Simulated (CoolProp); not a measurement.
The numbers come from the reference Helmholtz-energy equation of state, Thol 2018 in CoolProp.

**Question.** For hydrogen chloride, give the phase and the density (kg/m³), cp (kJ/(kg K)), isothermal compressibility (1/MPa), expansivity (1/kK) at 286.8 K and 6.43 MPa; 303.8 K and 6.43 MPa.

**Answer.** 
- 286.8 K and 6.43 MPa: liquid; density 889, cp 2.11, isothermal compressibility 0.00736, expansivity 5.26
- 303.8 K and 6.43 MPa: liquid; density 792, cp 2.75, isothermal compressibility 0.0183, expansivity 9.35
